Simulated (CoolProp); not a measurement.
Vapour-liquid equilibrium of benzene (1) + p-xylene (2) at 500.9 K; x and y are mole fractions of (1).

Computed with CoolProp (multi-fluid Helmholtz-energy mixture model, Thol 2012 and Zhou 2012; pair parameters Bell 2016).

Question: Give the bubble pressure and the first vapour's composition at x = 0.05, 0.35, 0.65. Is there an azeotrope?

Answer: x = 0.05: 7.473 bar, y = 0.113; x = 0.35: 11.48 bar, y = 0.563; x = 0.65: 15.99 bar, y = 0.811. No azeotrope shows between x = 0.05 and 0.95.

Pair parameters are fitted to limited data, so mixtures are less certain than the pure fluids.
